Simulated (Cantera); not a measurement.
An isothermal, constant-pressure homogeneous reactor starts with H2 : O2 : N2 = 0.011 : 1 : 3.5 (molar parts), equivalence ratio 0.0055, at 1300 K and 1330 Pa.

Cantera simulation using the H2/O2 subset of GRI-Mech 3.0, which has no nitrogen chemistry; the numbers are that mechanism's predictions, not measurements. Radical loss at walls, strong at low pressure, is not modelled.

x: mole fraction; the columns are a selection and need not sum to one.

```json
[
 {"t (s)": "7.00e-6", "x H2": "0.00244", "x O2": "0.222", "x O": "<1e-12", "x H2O2": "<1e-12", "x HO2": "1.99e-11", "x H2O": "<1e-12", "x OH": "<1e-12"},
 {"t (s)": "2.02e-5", "x H2": "0.00244", "x O2": "0.222", "x O": "4.45e-12", "x H2O2": "<1e-12", "x HO2": "5.75e-11", "x H2O": "<1e-12", "x OH": "4.44e-12"},
 {"t (s)": "5.85e-5", "x H2": "0.00244", "x O2": "0.222", "x O": "3.37e-11", "x H2O2": "<1e-12", "x HO2": "1.66e-10", "x H2O": "<1e-12", "x OH": "3.35e-11"},
 {"t (s)": "0.000169", "x H2": "0.00244", "x O2": "0.222", "x O": "2.19e-10", "x H2O2": "<1e-12", "x HO2": "4.81e-10", "x H2O": "1.16e-11", "x OH": "2.15e-10"},
 {"t (s)": "0.000489", "x H2": "0.00244", "x O2": "0.222", "x O": "[?]", "x H2O2": "<1e-12", "x HO2": "1.39e-9", "x H2O": "1.82e-10", "x OH": "1.06e-9"},
 {"t (s)": "0.00142", "x H2": "0.00244", "x O2": "0.222", "x O": "[?]", "x H2O2": "1.11e-12", "x HO2": "4.02e-9", "x H2O": "2.36e-9", "x OH": "4.68e-9"},
 {"t (s)": "0.00409", "x H2": "0.00244", "x O2": "0.222", "x O": "[?]", "x H2O2": "7.42e-12", "x HO2": "1.16e-8", "x H2O": "4.16e-8", "x OH": "3.75e-8"},
 {"t (s)": "0.0118", "x H2": "0.00243", "x O2": "0.222", "x O": "[?]", "x H2O2": "4.28e-11", "x HO2": "4.24e-8", "x H2O": "6.11e-6", "x OH": "4.25e-6"},
 {"t (s)": "0.0342", "x H2": "3.54e-5", "x O2": "0.219", "x O": "0.00203", "x H2O2": "4.52e-9", "x HO2": "1.81e-7", "x H2O": "0.00219", "x OH": "0.000316"},
 {"t (s)": "0.0989", "x H2": "1.02e-5", "x O2": "0.219", "x O": "0.00199", "x H2O2": "2.99e-9", "x HO2": "1.50e-7", "x H2O": "0.00226", "x OH": "0.000247"},
 {"t (s)": "0.286", "x H2": "8.78e-6", "x O2": "0.220", "x O": "[?]", "x H2O2": "2.85e-9", "x HO2": "1.39e-7", "x H2O": "0.00228", "x OH": "0.000229"},
 {"t (s)": "0.827", "x H2": "5.92e-6", "x O2": "0.220", "x O": "[?]", "x H2O2": "2.48e-9", "x HO2": "1.14e-7", "x H2O": "0.00232", "x OH": "0.000188"},
 {"t (s)": "2.39", "x H2": "2.54e-6", "x O2": "0.220", "x O": "[?]", "x H2O2": "1.66e-9", "x HO2": "7.19e-8", "x H2O": "0.00237", "x OH": "0.000123"},
 {"t (s)": "6.92", "x H2": "6.39e-7", "x O2": "0.221", "x O": "[?]", "x H2O2": "6.84e-10", "x HO2": "3.05e-8", "x H2O": "0.00241", "x OH": "6.21e-5"},
 {"t (s)": "20.0", "x H2": "1.19e-7", "x O2": "0.221", "x O": "[?]", "x H2O2": "1.74e-10", "x HO2": "9.12e-9", "x H2O": "0.00243", "x OH": "2.69e-5"}
]
```

Question: What belongs in the gaps?

Answer: 
- 0.000489, x O: 1.12e-9
- 0.00142, x O: 5.44e-9
- 0.00409, x O: 4.77e-8
- 0.0118, x O: 5.54e-6
- 0.286, x O: 0.00170
- 0.827, x O: 0.00113
- 2.39, x O: 0.000474
- 6.92, x O: 0.000118
- 20.0, x O: 2.19e-5
